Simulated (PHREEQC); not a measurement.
Make-up at 20 °C: 0.012 mol SrCl2 and 0.00013 mol NaCl per kg of water. Closed to the air; pH follows from the charge balance.

All values are PHREEQC results (ion-association model, phreeqc.dat), not measurements.

### Question
The ionic strength comes out as 0.0361 mol/kgw. What activity coefficients do Na+, Cl-, Sr+2 get?

### Answer
Na+ 0.84, Cl- 0.84, Sr+2 0.52.

Precipitation was switched off in this run.
